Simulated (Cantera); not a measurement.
## Gas-phase reforming

An isothermal, constant-pressure homogeneous reactor starts with 45.5 % CH4, 54.5 % CO2, at 1650 K and 5.10 bar.

Cantera simulation using GRI-Mech 3.0 (53 species, 325 reactions); the numbers are that mechanism's predictions, not measurements.

```json
[
 {"t (s)": "1.00e-5", "x CH4": "0.454", "x CO2": "0.545", "x H": "2.44e-7", "x O2": "<1e-12", "x H2O2": "<1e-12", "x HO2": "<1e-12", "x HCO": "1.43e-11"},
 {"t (s)": "2.46e-5", "x CH4": "0.454", "x CO2": "0.545", "x H": "2.96e-7", "x O2": "<1e-12", "x H2O2": "<1e-12", "x HO2": "<1e-12", "x HCO": "1.42e-10"},
 {"t (s)": "6.06e-5", "x CH4": "0.452", "x CO2": "0.545", "x H": "3.81e-7", "x O2": "<1e-12", "x H2O2": "<1e-12", "x HO2": "<1e-12", "x HCO": "6.59e-10"},
 {"t (s)": "0.000149", "x CH4": "0.449", "x CO2": "0.545", "x H": "6.38e-7", "x O2": "<1e-12", "x H2O2": "<1e-12", "x HO2": "<1e-12", "x HCO": "2.33e-9"},
 {"t (s)": "0.000367", "x CH4": "0.438", "x CO2": "0.542", "x H": "1.47e-6", "x O2": "<1e-12", "x H2O2": "<1e-12", "x HO2": "<1e-12", "x HCO": "5.22e-9"},
 {"t (s)": "0.000904", "x CH4": "0.408", "x CO2": "0.532", "x H": "3.49e-6", "x O2": "<1e-12", "x H2O2": "<1e-12", "x HO2": "<1e-12", "x HCO": "5.96e-9"},
 {"t (s)": "0.00223", "x CH4": "0.351", "x CO2": "0.502", "x H": "6.56e-6", "x O2": "2.94e-12", "x H2O2": "<1e-12", "x HO2": "<1e-12", "x HCO": "4.70e-9"},
 {"t (s)": "0.00548", "x CH4": "0.267", "x CO2": "0.441", "x H": "1.01e-5", "x O2": "8.19e-12", "x H2O2": "<1e-12", "x HO2": "<1e-12", "x HCO": "4.92e-9"},
 {"t (s)": "0.0135", "x CH4": "0.168", "x CO2": "0.330", "x H": "1.30e-5", "x O2": "1.38e-11", "x H2O2": "<1e-12", "x HO2": "<1e-12", "x HCO": "9.10e-9"},
 {"t (s)": "0.0332", "x CH4": "0.0813", "x CO2": "0.189", "x H": "1.51e-5", "x O2": "1.49e-11", "x H2O2": "1.13e-12", "x HO2": "<1e-12", "x HCO": "1.78e-8"},
 {"t (s)": "0.0817", "x CH4": "0.0440", "x CO2": "0.116", "x H": "1.81e-5", "x O2": "1.03e-11", "x H2O2": "1.39e-12", "x HO2": "<1e-12", "x HCO": "2.71e-8"},
 {"t (s)": "0.201", "x CH4": "0.0403", "x CO2": "0.0882", "x H": "2.01e-5", "x O2": "5.56e-12", "x H2O2": "<1e-12", "x HO2": "<1e-12", "x HCO": "3.48e-8"},
 {"t (s)": "0.495", "x CH4": "0.0383", "x CO2": "0.0624", "x H": "2.19e-5", "x O2": "2.76e-12", "x H2O2": "<1e-12", "x HO2": "<1e-12", "x HCO": "4.36e-8"},
 {"t (s)": "1.22", "x CH4": "0.0324", "x CO2": "0.0411", "x H": "2.37e-5", "x O2": "1.35e-12", "x H2O2": "<1e-12", "x HO2": "<1e-12", "x HCO": "5.20e-8"},
 {"t (s)": "3.00", "x CH4": "0.0230", "x CO2": "0.0267", "x H": "2.51e-5", "x O2": "<1e-12", "x H2O2": "<1e-12", "x HO2": "<1e-12", "x HCO": "5.84e-8"}
]
```
x: mole fraction; the columns are a selection and need not sum to one.

Equilibrium at this temperature and pressure: CH4 2.73e-5, CO2 0.0126, H 2.69e-5, O2 <1e-12, H2O2 <1e-12, HO2 <1e-12, HCO 6.55e-8 (gas phase only).
